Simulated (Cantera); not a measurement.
**Ignition delay**

Mixture: 12.0 % CH₄, 18.5 % O₂, 69.3 % N₂, 0.240 % CO₂, equivalence ratio 1.3, at 4.93 atm, adiabatic and at constant volume. Ignition delay is the time to a rise of 400 K.

Detailed kinetics in Cantera: GRI-Mech 3.0 (53 species, 325 reactions).

```tsv
T0 (K)	delay (ms)
1025	133
1100	42.9
1175	15.2
1250	5.76
1325	2.33
1400	1.00
1475	0.451
1550	0.214
```

```
Item                                                    Result
--------------------------------------------------  ----------
apparent activation energy between 1400 and 1550 K  190 kJ/mol
```
